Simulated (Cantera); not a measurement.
Feed: 1 mol SiCl₄, 2 mol NO, 30 mol H₂, equilibrated at 1925 K and 0.0100 bar.

Cantera equilibrium calculation (NASA polynomials, part measured and part estimated; ideal gas, pure solids and liquids). Candidate condensed phases: H₂O, NH₄Cl, Si, SiO₂, Si₂N₂O, Si₃N₄; 47 gas species. The numbers say what is thermodynamically allowed, not how fast it happens.

What is the equilibrium state?


| Property | Value |
|---|---|
| x(H₂) | 0.787 |
| x(HCl) | 0.116 |
| x(N₂) | 0.0293 |
| x(SiO) | 0.0293 |
| x(H₂O) | 0.0292 |
| x(H) | 0.00848 |
| x(Cl) | 0.000942 |
| x(OH) | 2.72e-5 |
| x(SiO₂) | 3.40e-6 |
| gas amount | 34.16 mol |
| log10 activity of Si(l) (absent) | -5.18 |
